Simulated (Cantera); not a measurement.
SiC + Si + N2 (sublimation and decomposition of ceramics)

Feed: 1 mol SiC, 0.16 mol Si, 0.18 mol N2, equilibrated at 2375 K and 1 atm.

These are equilibrium values from Cantera (NASA tables, ideal gas, pure condensed phases), not measurements of a reactor. Candidate condensed phases: C, Si, SiC, Si3N4; 20 gas species. Mutual solubility and eutectic melting of coexisting phases are not modelled. The tables' values for SiN are old estimates; treat these amounts as uncertain. The numbers say what is thermodynamically allowed, not how fast it happens.

```json
{
  "x(N2)": "0.998",
  "x(Si)": "0.00175",
  "x(SiN)": "0.000216",
  "x(Si2N)": "0.000209",
  "x(Si2C)": "0.000178",
  "x(Si2)": "3.84e-5",
  "x(SiC2)": "9.58e-6",
  "x(Si3)": "6.97e-6",
  "x(CN)": "6.02e-6",
  "n(Si(l))": "0.160 mol",
  "n(SiC(s))": "1.000 mol",
  "gas_amount": "0.1804 mol",
  "log10 activity of C(graphite) (absent)": "-0.76"
}
```
